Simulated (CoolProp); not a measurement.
Properties of n-perfluorohexane along the isotherm 450 K.

Computed with CoolProp (reference Helmholtz-energy equation of state, Gao 2022).

```csv
p (bar),phase,density (kg/m³),cv (kJ/(kg K)),isothermal compressibility (1/MPa),expansivity (1/kK)
0.0826,gas,0.7475,0.9826,121.3,2.235
0.147,gas,1.332,0.9827,68.23,2.245
0.261,gas,2.370,0.9828,38.51,2.264
0.465,gas,4.241,0.9831,21.71,2.297
0.826,gas,7.588,0.9836,12.31,2.358
1.47,gas,13.69,0.9846,7.016,2.473
2.61,gas,24.92,0.9863,4.058,2.699
4.65,gas,46.63,0.9899,2.406,3.201
8.26,gas,91.97,0.9979,1.543,4.600
14.7,gas,224.8,1.024,1.473,14.30
26.1,supercritical,1028,1.044,0.1160,10.24
```
